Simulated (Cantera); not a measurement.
A perfectly stirred reactor is fed with H2 : O2 : N2 = 1 : 1.16 : 5.47 (molar parts), equivalence ratio 0.43, at 1.00 atm; it is adiabatic with a 600 K inlet, and is followed from long to short residence time, starting on the burning branch (τ in s: 0.033, 0.015, 0.0068, 0.0031, 0.0014, 0.00063, 0.00028, 0.00013, 5.8e-05, 2.6e-05, 1.2e-05, 5.3e-06).

Computed with Cantera and GRI-Mech 3.0 (53 species, 325 reactions).

Question: Predict: blow-out, bracketed by the residence times tried; x(H2) at τ = 33.0 ms; x(O2) at τ = 33.0 ms; x(HO2) at τ = 33.0 ms; x(O) at τ = 33.0 ms; x(H2O2) at τ = 33.0 ms; x(H2) at τ = 0.280 ms; x(O2) at τ = 0.280 ms; x(HO2) at τ = 0.280 ms; x(O) at τ = 0.280 ms; x(H2O2) at τ = 0.280 ms.

Answer: 
- blow-out, bracketed by the residence times tried = burning at 58.0 µs, out at 26.0 µs
- x(H2) at τ = 33.0 ms = 0.000267
- x(O2) at τ = 33.0 ms = 0.0922
- x(HO2) at τ = 33.0 ms = 5.06e-6
- x(O) at τ = 33.0 ms = 0.000237
- x(H2O2) at τ = 33.0 ms = 2.69e-7
- x(H2) at τ = 0.280 ms = 0.00574
- x(O2) at τ = 0.280 ms = 0.0924
- x(HO2) at τ = 0.280 ms = 4.15e-5
- x(O) at τ = 0.280 ms = 0.00415
- x(H2O2) at τ = 0.280 ms = 2.28e-6
